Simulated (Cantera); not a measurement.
A closed system holds: 1 mol B₂O₃, 17 mol H₂O, at 2000 K and 0.00290 bar.

Equilibrium computed with Cantera from the NASA thermochemical tables; the gas is ideal and each condensed phase is pure. Candidate condensed phases: B, B₂O₃, B₃O₃H₃, H₂O; 23 gas species. The numbers say what is thermodynamically allowed, not how fast it happens.

Base state: H₂O 0.822, HBO₂ 0.103, H₂ 0.0360, O₂ 0.0149, OH 0.0131, H 0.00573, BO₂ 0.00198, O 0.00152 (mole fractions); condensed: gas only.

Question: What changes in the equilibrium state with this change: temperature from 2000 K to 1250 K?

Answer: 
```
species        before     after
------------  -------  --------
H₂O             0.822     0.969
HBO₂            0.103    0.0301
(HBO₂)₃         <1e-9  0.000501
H₂             0.0360   9.33e-5
OH             0.0131   9.29e-6
O₂             0.0149   4.43e-5
O             0.00152   8.55e-9
H             0.00573   8.67e-8
B₂O₃(l), mol        0     0.727
```
Gases not in the tables: H₃BO₃.

Question: What changes in the equilibrium state with this change: B₂O₃ replaced by borazine?

Answer: 
```csv
species,before,after
H₂O,0.822,0.474
H₂,0.0360,0.315
HBO₂,0.103,0.121
N₂,0,0.0645
O₂,0.0149,6.49e-5
OH,0.0131,0.00255
H,0.00573,0.0170
NO,0,3.85e-5
HBO,2.52e-5,0.000447
O,0.00152,0.000100
BO,5.81e-5,0.000349
```
The feed counts by its element totals alone. Further candidate phases: BN.

Question: What changes in the equilibrium state with this change: temperature from 2000 K to 2273 K?

Answer: 
| species | before | after |
|---|---|---|
| H₂O | 0.822 | 0.643 |
| H₂ | 0.0360 | 0.103 |
| HBO₂ | 0.103 | 0.0861 |
| H | 0.00573 | 0.0501 |
| O | 0.00152 | 0.0162 |
| OH | 0.0131 | 0.0485 |
| O₂ | 0.0149 | 0.0422 |
| BO | 5.81e-5 | 0.000982 |
| HBO | 2.52e-5 | 0.000177 |
| BO₂ | 0.00198 | 0.00782 |
